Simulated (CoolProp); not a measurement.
Vapour-liquid equilibrium of CH2F2 (R32) (1) + R236FA (2) at 286.6 K; x and y are mole fractions of (1).

The numbers come from the multi-fluid Helmholtz-energy mixture model, Tillner-Roth 1997 and Pan 2012; pair parameters Bell 2016 in CoolProp.

```json
[
 {"x": "0.05", "bubble pressure (bar)": "2.265", "y at the bubble point": "0.224", "dew pressure at overall composition x (bar)": "1.900", "liquid density (mol/L)": "9.468"},
 {"x": "0.125", "bubble pressure (bar)": "2.968", "y at the bubble point": "0.439", "dew pressure at overall composition x (bar)": "2.042", "liquid density (mol/L)": "9.899"},
 {"x": "0.2", "bubble pressure (bar)": "3.699", "y at the bubble point": "0.578", "dew pressure at overall composition x (bar)": "2.207", "liquid density (mol/L)": "10.36"},
 {"x": "0.275", "bubble pressure (bar)": "4.447", "y at the bubble point": "0.673", "dew pressure at overall composition x (bar)": "2.400", "liquid density (mol/L)": "10.87"},
 {"x": "0.35", "bubble pressure (bar)": "5.205", "y at the bubble point": "0.742", "dew pressure at overall composition x (bar)": "2.630", "liquid density (mol/L)": "11.41"},
 {"x": "0.425", "bubble pressure (bar)": "5.969", "y at the bubble point": "0.795", "dew pressure at overall composition x (bar)": "2.908", "liquid density (mol/L)": "12.00"},
 {"x": "0.5", "bubble pressure (bar)": "6.738", "y at the bubble point": "0.837", "dew pressure at overall composition x (bar)": "3.251", "liquid density (mol/L)": "12.65"},
 {"x": "0.575", "bubble pressure (bar)": "7.514", "y at the bubble point": "0.871", "dew pressure at overall composition x (bar)": "3.682", "liquid density (mol/L)": "13.37"},
 {"x": "0.65", "bubble pressure (bar)": "8.300", "y at the bubble point": "0.900", "dew pressure at overall composition x (bar)": "4.243", "liquid density (mol/L)": "14.16"},
 {"x": "0.725", "bubble pressure (bar)": "9.101", "y at the bubble point": "0.926", "dew pressure at overall composition x (bar)": "4.997", "liquid density (mol/L)": "15.04"},
 {"x": "0.8", "bubble pressure (bar)": "9.922", "y at the bubble point": "0.948", "dew pressure at overall composition x (bar)": "6.056", "liquid density (mol/L)": "16.02"},
 {"x": "0.875", "bubble pressure (bar)": "10.77", "y at the bubble point": "0.969", "dew pressure at overall composition x (bar)": "7.614", "liquid density (mol/L)": "17.14"},
 {"x": "0.95", "bubble pressure (bar)": "11.65", "y at the bubble point": "0.988", "dew pressure at overall composition x (bar)": "9.992", "liquid density (mol/L)": "18.40"}
]
```

No azeotrope shows between x = 0.05 and 0.95.

The pair parameters rest on a limited set of measurements; away from them the model extrapolates.
